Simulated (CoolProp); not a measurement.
A single-stage vapour-compression cycle with trans-2-butene: evaporating at 316.15 K (dew point), condensing at 375.15 K (bubble point), superheat 5 K, subcooling 2 K, compressor efficiency 0.7, no pressure losses. Each further row changes one setting.

Model: reference Helmholtz-energy equation of state, Lemmon 2005, in CoolProp. It is a short technical equation, of lower accuracy than the large ones.

```json
[
 {"case": "as stated", "cooling COP": "2.65", "pressure ratio": "3.93", "discharge temperature (K)": "385.2", "refrigerating effect (kJ/kg)": "220", "volumetric capacity (kJ/m³)": "2050"},
 {"case": "evaporating temperature 321.15 K", "cooling COP": "3.03", "pressure ratio": "?", "discharge temperature (K)": "384.5", "refrigerating effect (kJ/kg)": "227", "volumetric capacity (kJ/m³)": "2410"},
 {"case": "condensing temperature 370.15 K", "cooling COP": "3.04", "pressure ratio": "?", "discharge temperature (K)": "380.2", "refrigerating effect (kJ/kg)": "235", "volumetric capacity (kJ/m³)": "2180"},
 {"case": "subcooling 7 K", "cooling COP": "2.83", "pressure ratio": "3.93", "discharge temperature (K)": "385.2", "refrigerating effect (kJ/kg)": "235", "volumetric capacity (kJ/m³)": "?"},
 {"case": "superheat 15 K", "cooling COP": "?", "pressure ratio": "3.93", "discharge temperature (K)": "394.9", "refrigerating effect (kJ/kg)": "?", "volumetric capacity (kJ/m³)": "2130"},
 {"case": "compressor efficiency 0.6", "cooling COP": "2.27", "pressure ratio": "3.93", "discharge temperature (K)": "391.2", "refrigerating effect (kJ/kg)": "220", "volumetric capacity (kJ/m³)": "2050"}
]
```

Q: Some entries are withheld; supply them.

A: 
- evaporating temperature 321.15 K, pressure ratio: 3.43
- condensing temperature 370.15 K, pressure ratio: 3.56
- subcooling 7 K, volumetric capacity (kJ/m³): 2190
- superheat 15 K, cooling COP: 2.73
- superheat 15 K, refrigerating effect (kJ/kg): 239
